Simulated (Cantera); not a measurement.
**Catalytic stagnation flow on Pt**

A jet of H₂ : O₂ : N₂ = 0.012 : 0.12 : 0.79 (molar parts), equivalence ratio 0.050 at 300 K and 0.0820 bar hits a platinum plate 5.5 cm away at a mass flux of 0.044 kg/m²/s; the plate temperature is set and raised in steps from an oxygen-covered start.

Model: Deutschmann's 1995 Pt surface mechanism with GRI-Mech 3.0 gas chemistry, integrated in Cantera. Catalytic surfaces can have several steady states; this one follows from the mechanism file's or the stated starting coverage.

| plate T (K) | wall x H₂ | wall x O₂ | wall x H₂O | wall x OH | θ free Pt | θ O* | θ OH* |
|---|---|---|---|---|---|---|---|
| 700 | 0.00173 | 0.118 | 0.0217 | <1e-8 | 0.0375 | 0.961 | 0.00159 |
| 750 | 0.00123 | 0.118 | 0.0225 | <1e-8 | 0.0570 | 0.942 | 0.00143 |
| 800 | 0.000816 | 0.117 | 0.0232 | <1e-8 | 0.0929 | 0.906 | 0.00136 |
| 850 | 0.000560 | 0.117 | 0.0236 | 1.13e-8 | 0.142 | 0.856 | 0.00128 |
| 900 | 0.000417 | 0.117 | 0.0238 | 3.45e-8 | 0.201 | 0.798 | 0.00118 |
| 950 | 0.000328 | 0.117 | 0.0238 | 9.48e-8 | 0.264 | 0.735 | 0.00106 |
x: mole fraction at the wall; θ: surface coverage.
